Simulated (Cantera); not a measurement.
Cantera run, input and output.

```python
import numpy as np
import cantera as ct

gas = ct.Solution("gri30.yaml")
gas.TPX = 498, 80000, {'CO': 1, 'H2': 1.1, 'O2': 0.808, 'N2': 3.04}
flame = ct.FreeFlame(gas, width=0.047)
flame.set_refine_criteria(ratio=3, slope=0.08, curve=0.16)
flame.transport_model = "mixture-averaged"
flame.solve(loglevel=0, auto=True)
z, T = flame.grid, flame.T
thick = (T[-1] - T[0]) / np.gradient(T, z).max()
show = ['CO', 'H2', 'O2', 'HO2', 'OH', 'H2O2']
print(f"laminar burning velocity  {flame.velocity[0] * 100:.3f} cm/s")
print(f"burnt temperature         {T[-1]:.1f} K")
print(f"thermal thickness         {thick * 1e3:.4f} mm")
print(f"grid points               {len(z)}")
z0 = z[flame.heat_release_rate.argmax()]
print(f"{'z/mm':>9s}{'T/K':>9s}{'u/(m/s)':>9s}" + "".join(f"{s:>11s}" for s in show))
rows = []
for k in (-3, -2, -1.5, -1, -0.5, -0.25, 0, 0.25, 0.5, 1, 2, 4, 8):
    zz = z0 + k * thick
    rows.append([k * thick, np.interp(zz, z, T), np.interp(zz, z, flame.velocity),
                 *(np.interp(zz, z, flame.X[gas.species_index(s)]) for s in show)])
    print(f"{rows[-1][0] * 1e3:9.3f}{rows[-1][1]:9.1f}{rows[-1][2]:9.3f}" + "".join(f"{x:11.3e}" for x in rows[-1][3:]))
```

Result:

```
laminar burning velocity  379.588 cm/s
burnt temperature         2465.2 K
thermal thickness         0.6789 mm
grid points               138
     z/mm      T/K  u/(m/s)         CO         H2         O2        HO2         OH       H2O2
   -2.037    498.0    3.796  1.681e-01  1.849e-01  1.358e-01  2.555e-14  3.414e-18  3.726e-16
   -1.358    498.0    3.796  1.681e-01  1.849e-01  1.358e-01  3.199e-12  8.896e-16  3.275e-14
   -1.018    498.0    3.796  1.681e-01  1.849e-01  1.358e-01  1.579e-10  4.185e-14  1.700e-12
   -0.679    498.0    3.796  1.681e-01  1.849e-01  1.359e-01  2.968e-08  5.433e-12  3.410e-10
   -0.339    503.3    3.824  1.687e-01  1.820e-01  1.362e-01  8.755e-05  3.310e-06  2.316e-06
   -0.170    696.2    5.189  1.683e-01  1.584e-01  1.318e-01  1.991e-04  6.052e-04  2.656e-05
    0.000   1167.7    8.478  1.578e-01  8.670e-02  9.638e-02  6.398e-05  2.589e-03  4.274e-06
    0.170   1499.5   10.731  1.312e-01  3.532e-02  4.568e-02  2.354e-05  7.292e-03  2.083e-06
    0.339   1661.0   11.742  1.102e-01  3.008e-02  2.968e-02  1.281e-05  9.798e-03  1.107e-06
    0.679   1826.9   12.732  9.378e-02  3.234e-02  2.145e-02  7.541e-06  1.182e-02  5.416e-07
    1.358   1982.5   13.657  9.090e-02  3.172e-02  1.734e-02  5.065e-06  1.287e-02  2.912e-07
    2.716   2129.1   14.508  8.999e-02  2.912e-02  1.367e-02  3.331e-06  1.276e-02  1.721e-07
    5.431   2258.7   15.237  8.711e-02  2.619e-02  9.812e-03  2.102e-06  1.154e-02  1.134e-07
```

Detailed kinetics in Cantera: GRI-Mech 3.0 (53 species, 325 reactions). Burning velocities carry a grid error of a few per cent, more on coarse grids.
